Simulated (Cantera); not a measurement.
Feed: 1 mol SiO₂, 2 mol H₂, held at 85.0 Pa.

Equilibrium computed with Cantera from the NASA thermochemical tables; the gas is ideal and each condensed phase is pure. Candidate condensed phases: H₂O, Si, SiO₂; 18 gas species. The tables hold silica as quartz up to 1696 K and as liquid above; real silica turns to tridymite and cristobalite and melts near 1996 K. The numbers say what is thermodynamically allowed, not how fast it happens.

x: gas mole fraction; n: condensed amount in mol.

```tsv
T (K)	x H₂	x SiO	x H₂O	x H	x OH	n SiO₂(β-quartz)
1173	1.000	3.22e-6	3.22e-6	4.04e-6	<1e-12	1.000
1223	1.000	1.01e-5	1.01e-5	1.03e-5	<1e-12	1.000
1273	1.000	2.91e-5	2.91e-5	2.45e-5	8.21e-12	1.000
1323	1.000	7.71e-5	7.71e-5	5.44e-5	6.07e-11	1.000
1373	1.000	0.000190	0.000190	0.000114	3.87e-10	1.000
1423	0.999	?	?	?	?	0.999
1473	0.998	0.000953	0.000953	0.000433	1.08e-8	0.998
1523	0.995	?	?	?	?	0.996
1573	0.991	0.00386	0.00386	0.00139	1.95e-7	0.992
1623	0.983	0.00726	0.00726	0.00235	7.26e-7	0.985
1673	0.970	0.0131	0.0131	0.00385	2.49e-6	0.973
```

Problem. Complete the blanks.

Solution. 
- 1423, x SiO: 0.000438
- 1423, x H₂O: 0.000438
- 1423, x H: 0.000228
- 1423, x OH: 2.17e-9
- 1523, x SiO: 0.00197
- 1523, x H₂O: 0.00197
- 1523, x H: 0.000791
- 1523, x OH: 4.81e-8
